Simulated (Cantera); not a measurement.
A diamond (100) surface in a fixed gas of H2 with x(CH4) = 0.0044, x(H) = 0.011, x(CH3) = 1.8e-05, 21.8 Torr; coverages are run to steady state.

Cantera simulation using the Harris–Goodwin 1993 mechanism for the reconstructed diamond (100) surface; the numbers are that mechanism's predictions, not measurements.

One state of this run: growth (µm/h) = 0.179; θ c6HH = 0.423; θ c6H* = 0.0412; θ c6*H = 0.501; θ c6** = 0.0339; θ c6HM = 9.15e-5. θ: site fractions in the mechanism's names (c6HH fully hydrogenated, c6H* and c6*H radical sites, c6** diradical, c6HM methylated).

Q: Which value of T (K) does it belong to?
A) 1300
B) 1225
C) 1150
D) 1075

A: B, 1225
